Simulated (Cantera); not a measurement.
**Pyrogenic steam for wet oxidation**

An isothermal, constant-pressure homogeneous reactor starts with H2 : O2 : N2 = 1.7 : 1 : 14 (molar parts), at 1050 K and 750 Torr.

Model: the H2/O2 subset of GRI-Mech 3.0, which has no nitrogen chemistry, integrated in Cantera. The temperature is held fixed by assumption; the heat of reaction is taken as removed at once.

| t (s) | x H2 | x O2 | x HO2 | x OH | x O | x H | x H2O2 |
|---|---|---|---|---|---|---|---|
| 0.000300 | 0.101 | 0.0594 | 3.46e-5 | 2.43e-5 | 4.10e-5 | 0.000318 | 8.95e-7 |
| 0.00110 | 0.00261 | 0.0107 | 1.11e-5 | 9.67e-5 | 5.66e-5 | 0.000147 | 1.61e-6 |
| 0.00405 | 0.000715 | 0.00981 | 7.23e-6 | 1.23e-5 | 3.96e-6 | 4.95e-6 | 1.07e-6 |
| 0.0149 | 0.000363 | 0.00964 | 4.83e-6 | 2.23e-6 | 4.53e-7 | 4.67e-7 | 8.36e-7 |
| 0.0548 | 0.000170 | 0.00955 | 2.87e-6 | 9.84e-7 | 1.13e-7 | 1.03e-7 | 3.22e-7 |
| 0.201 | 5.28e-5 | 0.00949 | 1.13e-6 | 3.95e-7 | 1.70e-8 | 1.37e-8 | 5.30e-8 |
| 0.740 | 1.01e-5 | 0.00947 | 2.60e-7 | 1.58e-7 | 1.54e-9 | 1.15e-9 | 3.41e-9 |
| 2.72 | 5.71e-7 | 0.00946 | 1.69e-8 | 9.68e-8 | 8.68e-11 | 4.32e-11 | 8.18e-11 |
| 10.0 | 5.02e-10 | 0.00946 | 2.29e-10 | 1.11e-7 | 4.17e-11 | <1e-12 | 3.47e-11 |
x: mole fraction; the columns are a selection and need not sum to one.

Equilibrium at this temperature and pressure: H2 4.01e-10, O2 0.00946, HO2 2.02e-10, OH 1.40e-7, O 6.55e-11, H <1e-12, H2O2 5.41e-11 (gas phase only).
